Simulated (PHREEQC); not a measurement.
Make-up at 25 °C: 0.048 mol HF, 0.00032 mol H2SiF6 and 0.004 mol H3AsO4 per kg of water. Closed to the air; pH follows from the charge balance.

The numbers come from PHREEQC with the ion-association model, wateq4f.dat.

Precipitation was switched off in this run.

Problem. Order these F species by the share of F that they hold, largest first: HF, SiF6-2, F-, HF2-, H2F2.

Solution. HF (72 %), H2F2 (14 %), F- (8.1 %), SiF6-2 (3.8 %), HF2- (2.2 %)

The pH is 2.19 and the ionic strength 0.00739 mol/kgw. Species that the database lacks are ignored. wateq4f.dat counts part of the HF as a dimer, H2F2, which phreeqc.dat doesn't know; its constant is uncertain. SiF6-2 is the database's only silicon fluoride.
